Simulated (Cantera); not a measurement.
A closed system holds: 1 mol CCl4, 0.011 mol Si.

Cantera equilibrium calculation (NASA polynomials, part measured and part estimated; ideal gas, pure solids and liquids). Candidate condensed phases: C, Si, SiC; 24 gas species. The tables' values for SiCl3 are old estimates. The numbers say what is thermodynamically allowed, not how fast it happens.

What condenses at these points (T in °C, P in Pa): (2500, 46); (2500, 1); (2100, 46); (1900, 28000); (2400, 7700)?


| T (°C) | P in Pa | condensed phases | Si condensed (%) |
|---|---|---|---|
| 2500 | 46 | C | 0.0 |
| 2500 | 1 | gas only | 0.0 |
| 2100 | 46 | C | 0.0 |
| 1900 | 28000 | C | 0.0 |
| 2400 | 7700 | C | 0.0 |
